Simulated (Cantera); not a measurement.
Mixture: CH₄ : CO : O₂ : N₂ = 1 : 0.45 : 4.73 : 17.8 (molar parts), at 750 Torr, adiabatic and at constant volume. Ignition delay is the time to a rise of 400 K.

Detailed kinetics in Cantera: GRI-Mech 3.0 (53 species, 325 reactions).

What does this change do: CO 0.45 to 0.28 parts?


```csv
quantity,before,after
delay at 1025 K,0.571 s,0.538 s
delay at 1125 K,99.0 ms,95.7 ms
delay at 1225 K,21.2 ms,20.8 ms
delay at 1325 K,5.49 ms,5.49 ms
delay at 1425 K,1.75 ms,1.76 ms
delay at 1525 K,0.680 ms,0.686 ms
apparent activation energy between 1325 and 1525 K,180 kJ/mol,170 kJ/mol
```
